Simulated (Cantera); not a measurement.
Feed: 1 mol SiC, 0.16 mol H2O, 130 mol N2, 0.75 mol O2, at 1.00 bar.

Cantera equilibrium calculation (NASA polynomials, part measured and part estimated; ideal gas, pure solids and liquids). Candidate condensed phases: C, C6H6, C7H8, C8H18, H2O, Si, SiC, SiO2, Si2N2O, Si3N4; 151 gas species. N2 is the only nitrogen source here; it is nearly inert below about 1500 K, so the nitride shown seldom forms there in practice. Mutual solubility and eutectic melting of coexisting phases are not modelled. Equilibrium is a limit: real reactors are often held back by kinetics, nucleation or transport. All values below are at 1073 K.

Base state: N2 0.997, CO 0.00162, H2 0.00123 (mole fractions); condensed: C(graphite) + SiO2(β-quartz) + Si2N2O(s).

Task: What changes in the equilibrium state with this change: pressure from 1.00 bar to 0.140 bar?

Result: 
```tsv
species	before	after
N2	0.997	0.993
CO	0.00162	0.00599
H2	0.00123	0.00122
C(graphite), mol	0.789	0.217
SiO2(β-quartz), mol	0.633	0.251
Si2N2O(s), mol	0.184	0.374
```
